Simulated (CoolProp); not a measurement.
Model: reference Helmholtz-energy equation of state, Marx 1992, in CoolProp.

Task: Give the vapour pressure (MPa), liquid density (kg/m³), vapour density (kg/m³), liquid cp (kJ/(kg K)) of saturated R113 at 304.8, 354.7, 438 K.

Result: 
| T (K) | p (MPa) | liquid density (kg/m³) | vapour density (kg/m³) | liquid cp (kJ/(kg K)) |
|---|---|---|---|---|
| 304.8 | 0.0578 | 1550 | 4.40 | 0.924 |
| 354.7 | 0.276 | 1420 | 19.2 | 0.980 |
| 438 | 1.58 | 1140 | 116 | 1.18 |
